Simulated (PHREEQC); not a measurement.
A column of 0.2 m (40 cells, dispersivity 0.016 m, 720 s a shift, diffusion coefficient 3e-10 m²/s) holds 0.14 eq of the database's cation exchanger X per kg of pore water, first in equilibrium with 0.0083 mol CaCl2 and 1e-05 mol HCl per kg of water. It is flushed with 0.037 mol/kgw CdCl2, 0.049 mol/kgw KCl and 1e-05 mol/kgw HCl, at 15 °C. Values are for the last cell. The system is closed to CO2. Nothing may precipitate in this run.

The numbers come from PHREEQC with the ion-association model, phreeqc.dat.

```csv
pore volumes,K in solution (mol/kgw),Cd in solution (mol/kgw),Ca in solution (mol/kgw),Cl in solution (mol/kgw)
0,0,0,0.00830,0.0166
0.6125,4.01e-7,1.30e-5,0.0155,0.0311
1.212,0.00164,0.0140,0.0337,0.0970
1.812,0.0103,0.0278,0.0264,0.119
2.413,0.0213,0.0327,0.0179,0.122
3.163,0.0324,0.0348,0.0104,0.123
3.763,0.0383,0.0356,0.00670,0.123
4.362,0.0423,0.0361,0.00426,0.123
4.963,0.0448,0.0364,0.00269,0.123
```

Complexes and solids missing from the database can't appear.
